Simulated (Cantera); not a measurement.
Input (Python, Cantera) and output of one run.

```python
import numpy as np
import cantera as ct

gas_names = """
    CL CL2 H HCL H2 N NH NH2 NH3 N2 N2H2 N2H4 Si SiCL SiCL2 SiCL3 SiCL4 SiH SiHCL3 SiH2 SiH2CL2 SiH3
    SiH3CL SiH4 SiN Si2 Si2N Si3
""".split()
cond_names = """
    NH4CL(a) NH4CL(b) Si(cr) Si(L) Si3N4(a)
""".split()


# ... load() reads the species with a 1 bar reference pressure and builds the phases ...
atoms = {
    'SiCl4': {'Si': 1, 'CL': 4},
    'HCl': {'H': 1, 'CL': 1},
    'N2': {'N': 2},
}
top_T = {'Si3N4(a)': 2400}  # K; cautious upper limits of use, not melting points


# ... equilibrate(T, P, feed) seeds the gas with the atoms and calls Mixture.equilibrate('TP', solver="vcs", rtol=1e-11, max_steps=5000) ...
results = []
T = 1150  # K
P = 160  # Pa
for m in [23, 30, 39, 52, 68, 89, 120, 150]:
    feed = {'SiCl4': 1, 'HCl': 2.5, 'N2': m}  # mol
    mix = equilibrate(T, P, feed)
    results.append((T, P, feed, dict(zip(mix.species_names, mix.species_moles))))
    x = sorted(zip(gas.X, gas.species_names), reverse=True)
    print(f"T = {T:g} K  P = {P:g} Pa  n(N2) = {m:g} mol  gas = {mix.phase_moles(0):.4g} mol")
    print("   x: " + "  ".join(f"{s} {v:.3e}" for v, s in x if v > 0.001))
    print("   condensed (mol): " + ("  ".join(f"{mix.phase(i).name} {mix.phase_moles(i):.4g}"
          for i in range(1, mix.n_phases) if mix.phase_moles(i) > 1e-12) or "none"))
```

It prints:

```
T = 1150 K  P = 160 Pa  n(N2) = 23 mol  gas = 26.5 mol
   x: N2 8.679e-01  HCL 9.432e-02  SiCL4 3.769e-02
   condensed (mol): none
T = 1150 K  P = 160 Pa  n(N2) = 30 mol  gas = 33.5 mol
   x: N2 8.955e-01  HCL 7.461e-02  SiCL4 2.981e-02
   condensed (mol): none
T = 1150 K  P = 160 Pa  n(N2) = 39 mol  gas = 42.5 mol
   x: N2 9.176e-01  HCL 5.881e-02  SiCL4 2.349e-02
   condensed (mol): none
T = 1150 K  P = 160 Pa  n(N2) = 52 mol  gas = 55.5 mol
   x: N2 9.369e-01  HCL 4.504e-02  SiCL4 1.798e-02
   condensed (mol): none
T = 1150 K  P = 160 Pa  n(N2) = 68 mol  gas = 71.5 mol
   x: N2 9.510e-01  HCL 3.496e-02  SiCL4 1.395e-02
   condensed (mol): none
T = 1150 K  P = 160 Pa  n(N2) = 89 mol  gas = 92.5 mol
   x: N2 9.621e-01  HCL 2.702e-02  SiCL4 1.078e-02
   condensed (mol): none
T = 1150 K  P = 160 Pa  n(N2) = 120 mol  gas = 123.5 mol
   x: N2 9.716e-01  HCL 2.024e-02  SiCL4 8.073e-03
   condensed (mol): none
T = 1150 K  P = 160 Pa  n(N2) = 150 mol  gas = 153.5 mol
   x: N2 9.772e-01  HCL 1.628e-02  SiCL4 6.493e-03
   condensed (mol): none
```

Cantera equilibrium calculation (NASA polynomials, part measured and part estimated; ideal gas, pure solids and liquids). The tables' values for SiCl3 are old estimates; treat these amounts as uncertain.
